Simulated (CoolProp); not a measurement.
Values from CoolProp's reference Helmholtz-energy equation of state, de Reuck 1993.

Task: For methanol, give the phase and the cv (kJ/(kg K)), Joule-Thomson coefficient (K/MPa), viscosity (µPa s) at 350.7 K and 0.0555 MPa.

Result: 
- 350.7 K and 0.0555 MPa: gas; cv 1.38, Joule-Thomson coefficient 103, viscosity 11.3

Viscosity comes from a separate model (Xiang 2006).
